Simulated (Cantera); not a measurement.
Thermodynamics of fluorocarbon and chlorocarbon gases, feed CF4 + HCl

A closed system holds: 1 mol CF4, 0.077 mol HCl, held at 6.10 Pa.

These are equilibrium values from Cantera (NASA tables, ideal gas, pure condensed phases), not measurements of a reactor. Candidate condensed phases: C, C6H6, C7H8, C8H18; 135 gas species. Ions and electrons are included (thermal ionisation). The numbers say what is thermodynamically allowed, not how fast it happens.

```
T (°C)    x F    x C      x C3    x Cl     x H      x CF      x C2
------  -----  -----  --------  ------  ------  --------  --------
2727    0.806  0.122    0.0161  0.0158  0.0120    0.0136    0.0111
3227    0.777  0.192   2.93e-5  0.0150  0.0148  0.000851  0.000833
3727    0.776  0.194   9.46e-8  0.0149  0.0149   7.75e-5   6.12e-5
4227    0.776  0.193   1.05e-9  0.0149  0.0149   1.18e-5   7.84e-6
4727    0.774  0.190  2.77e-11  0.0149  0.0149   2.57e-6   1.47e-6
```
x: gas mole fraction; nothing condenses.

From 2727 °C to 4727 °C nothing is condensed. The main C-bearing gas is C throughout.
